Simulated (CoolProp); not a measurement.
Vapour-liquid equilibrium of ethanol (1) + n-decane (2) at 193 kPa; x and y are mole fractions of (1).

Computed with CoolProp (multi-fluid Helmholtz-energy mixture model, Schroeder 2014 and Lemmon 2006; pair parameters Bell 2016).

| x | bubble temperature, mixture model (K) | bubble temperature, Raoult's law (K) | y, mixture model | y, Raoult's law |
|---|---|---|---|---|
| 0.05 | 415.8 | 449.4 | 0.776 | 0.473 |
| 0.2 | 379.2 | 415.2 | 0.939 | 0.828 |
| 0.35 | 374.6 | 398.8 | 0.950 | 0.917 |
| 0.5 | 374.1 | 388.4 | 0.952 | 0.956 |
| 0.65 | 373.6 | 380.8 | 0.953 | 0.977 |
| 0.8 | 372.3 | 375.0 | 0.962 | 0.989 |
| 0.95 | 369.8 | 370.2 | 0.986 | 0.998 |

The largest gap from Raoult's law is -36.0 K in bubble temperature, at x = 0.2. No azeotrope shows between x = 0.05 and 0.95.

The pair parameters rest on a limited set of measurements; away from them the model extrapolates. With so large a gap from Raoult's law the liquid may split in two, which this calculation doesn't test in full.
